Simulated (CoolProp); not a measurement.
Propylene at 293.15 K and 0.58 MPa is throttled through a valve to 0.365 MPa with no heat exchange. Each further row changes one setting.

Values from CoolProp's reference Helmholtz-energy equation of state, Lemmon 2013.

```tsv
case	temperature change (K)	final density (kg/m³)
as stated	?	?
outlet pressure 0.11 MPa	?	?
outlet pressure 0.474 MPa	-2.1	?
```

### Question
Fill in the missing entries.

### Answer

- as stated, temperature change (K): -4.3
- as stated, final density (kg/m³): 6.80
- outlet pressure 0.11 MPa, temperature change (K): -9.3
- outlet pressure 0.11 MPa, final density (kg/m³): 2.00
- outlet pressure 0.474 MPa, final density (kg/m³): 8.93
